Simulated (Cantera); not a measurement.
## NO annealing gas

A perfectly stirred reactor is fed with NO : N2 = 1 : 0.032 (molar parts), at 1280 Torr; it is held at 1600 K, and followed from long to short residence time.

Computed with Cantera and GRI-Mech 3.0 (53 species, 325 reactions).

```tsv
τ (s)	x NO	x N2O	x NO2	x O2	x N2	x O
16	0.512	9.66e-5	0.00279	0.226	0.259	5.39e-6
5.1	0.701	0.000182	0.00294	0.132	0.164	4.18e-6
1.7	0.841	0.000263	0.00248	0.0622	0.0944	2.97e-6
0.54	0.920	0.000314	0.00177	0.0230	0.0548	1.98e-6
0.18	0.951	0.000328	0.00125	0.00778	0.0393	1.39e-6
0.057	0.963	0.000311	0.000922	0.00216	0.0335	1.04e-6
0.019	0.967	0.000256	0.000659	0.000474	0.0317	7.85e-7
0.0061	0.968	0.000163	0.000337	5.02e-5	0.0312	4.65e-7
```
x: mole fraction; the columns are a selection and need not sum to one.
